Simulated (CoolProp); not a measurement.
Ethanol along the isobar 8460 kPa: density (kg/m³) from the reference equation and from simpler models built on Tc = 514.7 K, pc = 6268 kPa, ω = 0.644; each cubic takes its own stable root.

Model: reference Helmholtz-energy equation of state, Schroeder 2014, in CoolProp.

```json
[
 {"T (K)": "431.3", "phase": "liquid", "reference": "[?]", "van der Waals": "358.6", "Redlich-Kwong": "491.4", "Soave-Redlich-Kwong": "536.7", "Peng-Robinson": "[?]"},
 {"T (K)": "440.3", "phase": "liquid", "reference": "642.4", "van der Waals": "352.1", "Redlich-Kwong": "478.9", "Soave-Redlich-Kwong": "522.7", "Peng-Robinson": "590.2"},
 {"T (K)": "449.4", "phase": "liquid", "reference": "628.0", "van der Waals": "345.2", "Redlich-Kwong": "465.6", "Soave-Redlich-Kwong": "507.4", "Peng-Robinson": "[?]"},
 {"T (K)": "458.4", "phase": "liquid", "reference": "612.8", "van der Waals": "338.1", "Redlich-Kwong": "451.8", "Soave-Redlich-Kwong": "491.1", "Peng-Robinson": "[?]"},
 {"T (K)": "467.4", "phase": "liquid", "reference": "596.5", "van der Waals": "330.5", "Redlich-Kwong": "437.1", "Soave-Redlich-Kwong": "[?]", "Peng-Robinson": "533.7"},
 {"T (K)": "476.5", "phase": "liquid", "reference": "578.7", "van der Waals": "322.3", "Redlich-Kwong": "421.2", "Soave-Redlich-Kwong": "[?]", "Peng-Robinson": "[?]"},
 {"T (K)": "485.5", "phase": "liquid", "reference": "559.3", "van der Waals": "313.6", "Redlich-Kwong": "404.2", "Soave-Redlich-Kwong": "432.0", "Peng-Robinson": "485.6"},
 {"T (K)": "494.6", "phase": "liquid", "reference": "537.0", "van der Waals": "304.1", "Redlich-Kwong": "385.5", "Soave-Redlich-Kwong": "407.2", "Peng-Robinson": "456.6"},
 {"T (K)": "503.6", "phase": "liquid", "reference": "510.5", "van der Waals": "293.8", "Redlich-Kwong": "364.9", "Soave-Redlich-Kwong": "378.8", "Peng-Robinson": "423.1"},
 {"T (K)": "512.7", "phase": "liquid", "reference": "475.2", "van der Waals": "282.1", "Redlich-Kwong": "341.3", "Soave-Redlich-Kwong": "344.3", "Peng-Robinson": "382.2"},
 {"T (K)": "521.7", "phase": "supercritical", "reference": "421.4", "van der Waals": "269.0", "Redlich-Kwong": "313.9", "Soave-Redlich-Kwong": "300.6", "Peng-Robinson": "330.0"},
 {"T (K)": "530.7", "phase": "supercritical", "reference": "323.9", "van der Waals": "[?]", "Redlich-Kwong": "280.4", "Soave-Redlich-Kwong": "241.3", "Peng-Robinson": "260.1"},
 {"T (K)": "539.8", "phase": "supercritical", "reference": "207.3", "van der Waals": "234.7", "Redlich-Kwong": "238.1", "Soave-Redlich-Kwong": "185.1", "Peng-Robinson": "197.3"}
]
```

Task: Some entries are withheld; supply them.

Result: 
- 431.3, reference: 655.8
- 431.3, Peng-Robinson: 606.1
- 449.4, Peng-Robinson: 572.9
- 458.4, Peng-Robinson: 554.2
- 467.4, Soave-Redlich-Kwong: 473.3
- 476.5, Soave-Redlich-Kwong: 453.6
- 476.5, Peng-Robinson: 510.9
- 530.7, van der Waals: 253.6
